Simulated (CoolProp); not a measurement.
A single-stage vapour-compression cycle with ethylene: evaporating at 225.15 K (dew point), condensing at 265.15 K (bubble point), superheat 2 K, subcooling 5 K, compressor efficiency 0.8, no pressure losses. Each further row changes one setting.

The numbers come from the reference Helmholtz-energy equation of state, Smukala 2000 in CoolProp.

| case | cooling COP | pressure ratio | discharge temperature (K) | refrigerating effect (kJ/kg) | volumetric capacity (kJ/m³) |
|---|---|---|---|---|---|
| as stated | 3.25 | 3.00 | 304.1 | 275 | 5600 |
| evaporating temperature 230.15 K | 3.88 | 2.57 | 298.5 | 276 | 6600 |
| condensing temperature 260.15 K | 3.92 | 2.66 | 295.0 | 292 | 5950 |
| subcooling 10 K | 3.46 | 3.00 | 304.1 | 293 | 5960 |
| superheat 12 K | 3.21 | 3.00 | 315.6 | 293 | 5530 |
| compressor efficiency 0.7 | 2.84 | 3.00 | 309.8 | 275 | 5600 |
